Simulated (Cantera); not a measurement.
An isothermal, constant-pressure homogeneous reactor starts with CH4 : H2 : O2 : N2 = 0.014 : 1 : 0.0068 : 0.0049 (molar parts), equivalence ratio 78, at 2348 K and 25.5 Torr.

Model: GRI-Mech 3.0 (53 species, 325 reactions), integrated in Cantera. Radical loss at walls, strong at low pressure, is not modelled.

One state of this run: x CH4 = 8.60e-7; x H2 = 0.918; x O2 = <1e-12; x CO2 = 4.42e-10; x CH2 = 1.21e-7; x CH2CO = 1.70e-11. x: mole fraction; the columns are a selection and need not sum to one.

### Question
Which value of t (s) does it belong to?
(A) 0.000317
(B) 20.0
(C) 1.26
(D) 0.0200

### Answer
B, 20.0
